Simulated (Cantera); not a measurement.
# Gas-phase reforming

An isothermal, constant-pressure homogeneous reactor starts with CH₄ : CO₂ = 1 : 0.33 (molar parts), at 1825 K and 110000 Pa.

Model: GRI-Mech 3.0 (53 species, 325 reactions), integrated in Cantera. GRI-Mech 3.0 stops at C3 and has no aromatics, soot or wall deposition, so with more carbon than oxygen in the feed, carbon stays in small species such as C2H2 where larger ones or solid carbon would form.

| t (s) | x CH₄ | x CO₂ | x C₂H₄ | x O | x C₂H₂ | x H₂ |
|---|---|---|---|---|---|---|
| 0.000300 | 0.532 | 0.219 | 0.0331 | 1.73e-10 | 0.0324 | 0.167 |
| 0.000694 | 0.375 | 0.184 | 0.0187 | 2.00e-10 | 0.0898 | 0.301 |
| 0.00160 | 0.235 | 0.140 | 0.00711 | 2.60e-10 | 0.139 | 0.404 |
| 0.00371 | 0.126 | 0.0825 | 0.00342 | 3.77e-10 | 0.172 | 0.460 |
| 0.00857 | 0.0590 | 0.0279 | 0.00235 | 5.13e-10 | 0.188 | 0.480 |
| 0.0198 | 0.0303 | 0.00943 | 0.00213 | 5.24e-10 | 0.186 | 0.505 |
| 0.0458 | 0.0216 | 0.00697 | 0.00201 | 4.04e-10 | 0.170 | 0.537 |
| 0.106 | 0.0168 | 0.00427 | 0.00185 | 2.36e-10 | 0.148 | 0.572 |
| 0.245 | 0.0121 | 0.00157 | 0.00170 | 8.48e-11 | 0.130 | 0.601 |
| 0.566 | 0.00938 | 0.000197 | 0.00162 | 1.06e-11 | 0.122 | 0.615 |
| 1.31 | 0.00892 | 2.07e-6 | 0.00161 | <1e-12 | 0.121 | 0.617 |
| 3.03 | 0.00892 | 1.45e-7 | 0.00161 | <1e-12 | 0.121 | 0.617 |
| 7.00 | 0.00892 | 1.45e-7 | 0.00161 | <1e-12 | 0.121 | 0.617 |
x: mole fraction; the columns are a selection and need not sum to one.

Equilibrium at this temperature and pressure: CH₄ 0.00892, CO₂ 1.46e-7, C₂H₄ 0.00161, O <1e-12, C₂H₂ 0.121, H₂ 0.617 (gas phase only).
